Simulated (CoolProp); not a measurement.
Vapour-liquid equilibrium of R134a (1) + R1234ze(E) (2) at 0.00425 MPa; x and y are mole fractions of (1).

Model: multi-fluid Helmholtz-energy mixture model, Tillner-Roth 1994 and Thol 2016; pair parameters Bell 2022, in CoolProp.

```
x      bubble temperature (K)  y at the bubble point  dew temperature at overall composition x (K)  liquid density (mol/L)
-----  ----------------------  ---------------------  --------------------------------------------  ----------------------
0.05                    199.1                  0.095                                         199.4                   12.69
0.125                   198.3                  0.211                                         198.9                   12.86
0.2                     197.7                  0.306                                         198.4                   13.02
0.275                   197.2                  0.387                                         197.9                   13.19
0.35                    196.7                  0.459                                         197.4                   13.36
0.425                   196.4                  0.525                                         196.9                   13.53
0.5                     196.1                  0.588                                         196.5                   13.70
0.575                   195.8                  0.648                                         196.2                   13.88
0.65                    195.6                  0.707                                         195.8                   14.06
0.725                   195.4                  0.767                                         195.6                   14.24
0.8                     195.3                  0.828                                         195.3                   14.42
0.875                   195.1                  0.890                                         195.1                   14.61
0.95                    195.0                  0.955                                         195.0                   14.81
```

No azeotrope shows between x = 0.05 and 0.95.

Pair parameters are fitted to limited data, so mixtures are less certain than the pure fluids.
